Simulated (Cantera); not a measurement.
A closed system holds: 1 mol SiCl4, 5.2 mol N2, at 1323 K and 170 Pa.

These are equilibrium values from Cantera (NASA tables, ideal gas, pure condensed phases), not measurements of a reactor. Candidate condensed phases: Si, Si3N4; 13 gas species. The tables' values for SiCl3 are old estimates; treat these amounts as uncertain. Kinetics and transport are ignored.

Base state: N2 0.837, SiCl4 0.159, Cl 0.00164, SiCl3 0.00152, SiCl2 7.95e-5, Cl2 1.99e-5 (mole fractions); condensed: gas only.

Question: What changes in the equilibrium state with this change: 0.0034 mol NH3 added?

Answer: 
```csv
species,before,after
N2,0.837,0.836
SiCl4,0.159,0.158
SiCl3,0.00152,0.00234
HCl,0,0.00164
Cl2,1.99e-5,8.30e-6
SiCl2,7.95e-5,0.000189
```
Further candidate phases: NH4Cl.

Question: What changes in the equilibrium state with this change: temperature from 1323 K to 1498.15 K?

Answer: 
```csv
species,before,after
N2,0.837,0.826
SiCl4,0.159,0.146
Cl,0.00164,0.0145
SiCl3,0.00152,0.0102
SiCl2,7.95e-5,0.00227
Cl2,1.99e-5,0.000108
```
